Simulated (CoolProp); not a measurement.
The fluid at 298.15 K and 3.54 MPa (stagnation) flows isentropically through a choked orifice. The same conditions are run with several fluids, on thermodynamics alone (safety and materials aside).

The numbers come from the reference Helmholtz-energy equation of state of each fluid (methane: Setzmann 1991; ethylene: Smukala 2000; carbon dioxide: Span 1996; dry air: Lemmon 2000; CF4 (R14): Platzer 1990) in CoolProp. The equations of Platzer and Polt are older, rougher fits. Blends and air are pseudo-pure fits.

**Question.** Rank methane, ethylene, carbon dioxide, dry air, CF4 (R14) by throat to inlet pressure ratio, highest first.

**Answer.** CF4 (R14) (0.577), ethylene (0.562), carbon dioxide (0.550), methane (0.541), dry air (0.524)

```json
[
 {"fluid": "methane", "mass flux (kg/(m² s))": "6240", "throat temperature (K)": "255.6"},
 {"fluid": "ethylene", "mass flux (kg/(m² s))": "8840", "throat temperature (K)": "259.9"},
 {"fluid": "carbon dioxide", "mass flux (kg/(m² s))": "11100", "throat temperature (K)": "256.8"},
 {"fluid": "dry air", "mass flux (kg/(m² s))": "8400", "throat temperature (K)": "246.9"},
 {"fluid": "CF4 (R14)", "mass flux (kg/(m² s))": "14400", "throat temperature (K)": "271.9"}
]
```
